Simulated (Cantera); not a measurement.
Mixture: 1.01 % CH₄, 0.0374 % C₂H₆, 1.41 % C₃H₈, 13.5 % O₂, 84.0 % N₂, equivalence ratio 0.68, at 1400000 Pa, adiabatic and at constant volume. Ignition delay is the time to a rise of 400 K.

Detailed kinetics in Cantera: GRI-Mech 3.0 (53 species, 325 reactions). GRI-Mech 3.0 was tuned for natural gas; its chemistry of propane as a main component is partial and can be far from experiment. The pressure lies above the range GRI-Mech 3.0 was tuned for (to about 10 atm).

Predict: delay at 1300 K; delay at 1400 K; delay at 1500 K; delay at 1600 K; apparent activation energy between 1550 and 1650 K.


| Quantity | Result |
|---|---|
| delay at 1300 K | 0.322 ms |
| delay at 1400 K | 77.1 µs |
| delay at 1500 K | 23.5 µs |
| delay at 1600 K | 9.05 µs |
| apparent activation energy between 1550 and 1650 K | 180 kJ/mol |
